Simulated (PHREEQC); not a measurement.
Consider water at 20 °C with 9.9 mmol/kgw H3PO4, 3.7 mmol/kgw NaF and 93 mmol/kgw NaCl. Closed to the air; pH follows from the charge balance.

Equilibrium calculation in PHREEQC: ion-association model, wateq4f.dat.

No solid was allowed to form.

What pH does the model give?

pH 2.45.

In which forms is P present?

H2PO4- 73 %, H3PO4 27 % of the P.

H3PO4, which wateq4f.dat lacks, is added to it with the constant of phreeqc.dat.
